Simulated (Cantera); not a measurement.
Charge: 1 mol BN, 89 mol HCl, 42 mol H2, held at 1098.15 K and 1.33 mbar.

These are equilibrium values from Cantera (NASA tables, ideal gas, pure condensed phases), not measurements of a reactor. Candidate condensed phases: B, BN, NH4Cl; 21 gas species. Gases not in the tables: BHCl2. Rates play no part.

Base state: HCl 0.678, H2 0.321, BCl3 0.000557, N2 0.000279 (mole fractions); condensed: BN(s).

### Question
What changes in the equilibrium state with this change: BN replaced by AlN?

### Answer
```json
[
 {"species": "HCl", "before": "0.678", "after": "0.656"},
 {"species": "H2", "before": "0.321", "after": "0.332"},
 {"species": "AlCl3", "before": "0", "after": "0.00763"},
 {"species": "BCl3", "before": "0.000557", "after": "0"},
 {"species": "N2", "before": "0.000279", "after": "0.00382"},
 {"species": "BN(s), mol", "before": "0.927", "after": "0"}
]
```
Further candidate phases: Al, AlCl3, AlN.
